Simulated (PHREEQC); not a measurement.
Make-up at 25 °C: 100 mmol/kgw HCl, 0.32 mmol/kgw LiCl and 0.065 mmol/kgw MnSO4. Closed to the air; pH follows from the charge balance.

All values are PHREEQC results (ion-association model, phreeqc.dat), not measurements.

No solid was allowed to form.

Q: Order these Mn species by the share of Mn that they hold, largest first: MnCl+, Mn+2, MnCl2.

A: Mn+2 (86 %), MnCl+ (14 %), MnCl2 (0.35 %)

The pH is 1.08 and the ionic strength 0.101 mol/kgw. Complexes and solids missing from the database can't appear.
